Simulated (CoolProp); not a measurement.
A simple Rankine cycle with cyclohexane: condensing at 328.15 K, boiler at 2.75 MPa, turbine inlet 562.8 K, turbine efficiency 0.65, pump efficiency 0.6, no recuperator. Each further row changes one setting.

Computed with CoolProp (reference Helmholtz-energy equation of state, Zhou 2014).

| case | thermal efficiency (%) | net work (kJ/kg) | heat in (kJ/kg) | turbine exit temperature (K) | volume ratio over the turbine |
|---|---|---|---|---|---|
| as stated | 15.1 | 119 | 788 | 489.3 | 74.5 |
| turbine inlet 582.8 K | 14.9 | 126 | 846 | 511.7 | 71.5 |
| condensing temperature 320.15 K | 15.9 | 128 | 804 | 485.3 | 99.5 |
| boiler pressure 1.92 MPa | 14.2 | 115 | 809 | 500.4 | 47.1 |
| turbine efficiency 0.55 | 12.7 | 99.8 | 788 | 497.9 | 75.8 |
